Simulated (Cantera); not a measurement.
## Diamond growth

A diamond (100) surface in a fixed gas of H2 with x(CH4) = 0.0076, x(CH3) = 1.2e-05, at 1125 K, 0.158 atm; coverages are run to steady state.

Cantera simulation using the Harris–Goodwin 1993 mechanism for the reconstructed diamond (100) surface; the numbers are that mechanism's predictions, not measurements.

```json
[
 {"x(H)": "0.0001", "growth (µm/h)": "0.108", "θ c6HH": "0.602", "θ c6H*": "0.0244", "θ c6*H": "0.365", "θ c6**": "0.00562", "θ c6HM": "0.00225"},
 {"x(H)": "0.00024", "growth (µm/h)": "0.274", "θ c6HH": "0.544", "θ c6H*": "0.0277", "θ c6*H": "0.414", "θ c6**": "0.0105", "θ c6HM": "0.00250"},
 {"x(H)": "0.00056", "growth (µm/h)": "0.557", "θ c6HH": "0.515", "θ c6H*": "0.0292", "θ c6*H": "0.437", "θ c6**": "0.0150", "θ c6HM": "0.00228"},
 {"x(H)": "0.0013", "growth (µm/h)": "0.916", "θ c6HH": "0.501", "θ c6H*": "0.0300", "θ c6*H": "0.448", "θ c6**": "0.0182", "θ c6HM": "0.00166"},
 {"x(H)": "0.0031", "growth (µm/h)": "1.25", "θ c6HH": "0.495", "θ c6H*": "0.0304", "θ c6*H": "0.453", "θ c6**": "0.0200", "θ c6HM": "0.000967"},
 {"x(H)": "0.0073", "growth (µm/h)": "1.47", "θ c6HH": "0.493", "θ c6H*": "0.0307", "θ c6*H": "0.455", "θ c6**": "0.0209", "θ c6HM": "0.000485"},
 {"x(H)": "0.017", "growth (µm/h)": "1.58", "θ c6HH": "0.492", "θ c6H*": "0.0311", "θ c6*H": "0.456", "θ c6**": "0.0213", "θ c6HM": "0.000225"},
 {"x(H)": "0.041", "growth (µm/h)": "1.65", "θ c6HH": "0.491", "θ c6H*": "0.0319", "θ c6*H": "0.455", "θ c6**": "0.0217", "θ c6HM": "9.73e-5"},
 {"x(H)": "0.096", "growth (µm/h)": "1.69", "θ c6HH": "0.491", "θ c6H*": "0.0338", "θ c6*H": "0.453", "θ c6**": "0.0221", "θ c6HM": "4.26e-5"}
]
```
θ: site fractions in the mechanism's names (c6HH fully hydrogenated, c6H* and c6*H radical sites, c6** diradical, c6HM methylated).
